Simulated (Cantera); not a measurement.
# SiO₂ + Si + H₂ (sublimation and decomposition of ceramics)

Charge: 1 mol SiO₂, 0.018 mol Si, 0.031 mol H₂.

These are equilibrium values from Cantera (NASA tables, ideal gas, pure condensed phases), not measurements of a reactor. Candidate condensed phases: H₂O, Si, SiO₂; 18 gas species. Each liquid is taken as pure. Mutual solubility and eutectic melting of coexisting phases are not modelled. The tables hold silica as quartz up to 1696 K and as liquid above; real silica turns to tridymite and cristobalite and melts near 1996 K. Kinetics and transport are ignored.

Stable condensed phases:

```
T in °C \ P in Pa
               1       4      16      63     250    1000    4000   16000   63000  250000 1000000
   2750        A       A       A       A       A       A       A       A       B       B       B
   2650        A       A       A       A       A       A       A       A       B       B       B
   2550        A       A       A       A       A       A       A       B       B       B       B
   2450        A       A       A       A       A       A       A       B       B       B       B
   2350        A       A       A       A       A       A       B       B       B       B       B
   2250        A       A       A       A       A       B       B       B       B       B       B
   2150        A       A       A       A       A       B       B       B       B       B       B
   2050        A       A       A       A       B       B       B       B       B       B       C
   1950        A       A       A       B       B       B       B       B       B       B       C
```

A: gas only; B: SiO₂; C: Si + SiO₂.
